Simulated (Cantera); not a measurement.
Equilibrium for carbothermic reduction: Fe2O3 + CH4 + N2

Input: 1 mol Fe2O3, 4.6 mol CH4, 0.9 mol N2, at 0.130 bar.

Equilibrium computed with Cantera from the NASA thermochemical tables; the gas is ideal and each condensed phase is pure. Candidate condensed phases: C, C6H6, C7H8, C8H18, Fe, Fe(CO)5, FeO, Fe(OH)2, Fe(OH)3, Fe2O3, Fe3O4, H2O; 140 gas species. Iron dissolves carbon and melts from about 1420 K in contact with it, which pure phases cannot show. Condensed phases not in the tables: cementite and carbon dissolved in iron. Rates play no part.

```tsv
T (°C)	x H2	x CO	x Fe	x N2	x H	x HCN	n C(graphite)	n Fe(γ)	n Fe(δ)	n Fe(l)
1150	0.702	0.229	2.05e-7	0.0687	1.54e-5	0.000131	1.60	2.00	0	0
1250	0.702	0.229	1.87e-6	0.0686	5.37e-5	0.000272	1.59	2.00	0	0
1350	0.702	0.229	1.29e-5	0.0684	0.000161	0.000516	1.59	2.00	0	0
1450	0.701	0.229	7.02e-5	0.0682	0.000424	0.000907	1.59	0	2.00	0
1550	0.700	0.229	0.000313	0.0679	0.00101	0.00150	1.58	0	0	2.00
1650	0.698	0.229	0.00114	0.0673	0.00218	0.00233	1.56	0	0	1.99
1750	0.694	0.228	0.00362	0.0665	0.00439	0.00346	1.53	0	0	1.95
1850	0.684	0.226	0.0103	0.0651	0.00823	0.00491	1.50	0	0	1.86
1950	0.666	0.221	0.0263	0.0628	0.0145	0.00663	1.45	0	0	1.64
2050	0.631	0.212	0.0619	0.0590	0.0240	0.00848	1.38	0	0	1.13
2150	0.569	0.195	0.130	0.0529	0.0371	0.0101	1.29	0	0	0
```
x: gas mole fraction; n: condensed amount in mol.

From 1150 °C to 1350 °C the condensed part is C(graphite) + Fe(γ). At 1450 °C the condensed part is C(graphite) + Fe(δ). From 1550 °C to 2050 °C the condensed part is C(graphite) + Fe(l). At 2150 °C the condensed part is C(graphite). The main Fe-bearing gas is Fe throughout.
